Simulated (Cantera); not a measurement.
An isothermal, constant-pressure homogeneous reactor starts with 1.41 % CH₄, 94.3 % H₂, 1.98 % CO₂, 2.36 % H₂O, at 1525 K and 10.00 Torr.

Cantera simulation using GRI-Mech 3.0 (53 species, 325 reactions); the numbers are that mechanism's predictions, not measurements. Radical loss at walls, strong at low pressure, is not modelled.

Q: Predict: x(CH₄) at 3.00 s; x(H₂) at 3.00 s; x(CO₂) at 3.00 s; x(C₂H₄) at 3.00 s; x(C₂H₂) at 3.00 s; x(CO) at 3.00 s.

A: 
- x(CH₄) at 3.00 s: 0.0134 (gas-phase equilibrium 5.48e-10)
- x(H₂) at 3.00 s: 0.927 (gas-phase equilibrium 0.939)
- x(CO₂) at 3.00 s: 0.00444 (gas-phase equilibrium 0.000362)
- x(C₂H₄) at 3.00 s: 7.85e-6 (gas-phase equilibrium <1e-12)
- x(C₂H₂) at 3.00 s: 0.000335 (gas-phase equilibrium <1e-12)
- x(CO) at 3.00 s: 0.0154 (gas-phase equilibrium 0.0326)
